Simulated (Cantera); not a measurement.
What does this Cantera script print?

```python
import numpy as np
import cantera as ct

gas = ct.Solution("gri30.yaml")
gas.TPX = 1673, 100000, {'C2H6': 1, 'H2': 15}
reactor = ct.IdealGasConstPressureReactor(gas, energy="off", clone=False)
net = ct.ReactorNet([reactor])
net.rtol, net.atol = 1e-08, 1e-18
show = ['C2H6', 'H2', 'C2H2', 'C2H4', 'CH4']
times = np.geomspace(2e-05, 300, 10)

steps = ct.SolutionArray(gas, extra=["t"])
rows = []
print(f"{'t/s':>10s}{'T/K':>9s}{'P/Pa':>11s}" + "".join(f"{s:>11s}" for s in show))
for t in times:
    while net.time < t:
        t_next = net.step()
        steps.append(gas.state, t=t_next)
    rows.append([np.interp(t, steps.t, y) for y in (steps.T, steps.P, *steps(*show).X.T)])
    print(f"{t:10.3e}{rows[-1][0]:9.1f}{rows[-1][1]:11.4g}" + "".join(f"{x:11.3e}" for x in rows[-1][2:]))
rate = np.gradient(steps.T, steps.t)
print("integrator steps:", len(steps.t))
if steps.T.max() > steps.T[0] + 200:
    print(f"time of steepest temperature rise: {steps.t[rate.argmax()]:.4e} s")
gas.TPX = 1673, 100000, {'C2H6': 1, 'H2': 15}
gas.equilibrate("TP")
print(f"equilibrium (TP): T = {gas.T:.1f} K  " + "  ".join(f"{s} {gas[s].X[0]:.3e}" for s in show))
```

Output:

```
       t/s      T/K       P/Pa       C2H6         H2       C2H2       C2H4        CH4
 2.000e-05   1673.0      1e+05  7.778e-03  9.131e-01  3.197e-03  2.374e-02  4.890e-02
 1.254e-04   1673.0      1e+05  1.160e-04  9.114e-01  1.236e-02  1.869e-02  5.693e-02
 7.865e-04   1673.0      1e+05  2.103e-05  9.123e-01  2.196e-02  8.809e-03  5.667e-02
 4.932e-03   1673.0      1e+05  1.253e-05  9.133e-01  2.917e-02  1.743e-03  5.549e-02
 3.093e-02   1673.0      1e+05  1.073e-05  9.163e-01  3.152e-02  1.802e-03  5.011e-02
 1.940e-01   1673.0      1e+05  6.732e-06  9.248e-01  3.802e-02  2.122e-03  3.483e-02
 1.216e+00   1673.0      1e+05  5.556e-06  9.282e-01  4.061e-02  2.255e-03  2.875e-02
 7.628e+00   1673.0      1e+05  5.555e-06  9.282e-01  4.061e-02  2.255e-03  2.874e-02
 4.784e+01   1673.0      1e+05  5.555e-06  9.282e-01  4.061e-02  2.255e-03  2.874e-02
 3.000e+02   1673.0      1e+05  5.555e-06  9.282e-01  4.061e-02  2.255e-03  2.874e-02
integrator steps: 1092
equilibrium (TP): T = 1673.0 K  C2H6 5.555e-06  H2 9.282e-01  C2H2 4.061e-02  C2H4 2.255e-03  CH4 2.874e-02
```

Computed with Cantera and GRI-Mech 3.0 (53 species, 325 reactions). GRI-Mech 3.0 stops at C3 and has no aromatics, soot or wall deposition, so with more carbon than oxygen in the feed, carbon stays in small species such as C2H2 where larger ones or solid carbon would form.
